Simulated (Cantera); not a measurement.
Charge: 1 mol Si2Cl6, a varied amount of HCl, 43 mol N2, at 923 K and 0.133 bar.

Cantera equilibrium calculation (NASA polynomials, part measured and part estimated; ideal gas, pure solids and liquids). Candidate condensed phases: NH4Cl, Si, Si3N4; 28 gas species. The feed counts by its element totals alone. N2 is the only nitrogen source here; it is nearly inert below about 1500 K, so the nitride shown seldom forms there in practice. Rates play no part.

x: gas mole fraction; n: condensed amount in mol.

```tsv
n(HCl) (mol)	x N2	x HCl	x SiCl4	x H2	x SiHCl3	x SiCl3	x NH3	n Si3N4(s)
0.066	0.965	0.00148	0.0339	5.59e-6	?	3.14e-6	1.75e-12	0.167
0.096	0.964	0.00214	0.0339	1.17e-5	?	3.14e-6	5.32e-12	0.167
0.14	0.963	0.00311	0.0339	2.47e-5	?	3.14e-6	1.62e-11	0.166
0.2	0.962	0.00441	0.0338	4.96e-5	?	3.14e-6	4.62e-11	0.166
0.29	0.960	0.00632	0.0338	0.000102	?	3.14e-6	1.36e-10	0.166
0.43	0.957	0.00921	0.0337	0.000217	?	3.13e-6	4.22e-10	0.165
0.62	0.953	0.0130	0.0337	0.000432	?	3.13e-6	1.18e-9	0.163
0.9	0.947	0.0183	0.0337	0.000857	?	3.14e-6	3.29e-9	0.160
1.3	0.939	0.0253	0.0338	0.00165	?	3.15e-6	8.73e-9	0.154
1.9	0.928	0.0350	0.0341	0.00315	?	3.18e-6	2.29e-8	0.142
```

Question: Fill in the missing entries.

Answer: 
- 0.066, x SiHCl3: 4.56e-7
- 0.096, x SiHCl3: 6.61e-7
- 0.14, x SiHCl3: 9.58e-7
- 0.2, x SiHCl3: 1.36e-6
- 0.29, x SiHCl3: 1.95e-6
- 0.43, x SiHCl3: 2.84e-6
- 0.62, x SiHCl3: 4.00e-6
- 0.9, x SiHCl3: 5.64e-6
- 1.3, x SiHCl3: 7.86e-6
- 1.9, x SiHCl3: 1.10e-5
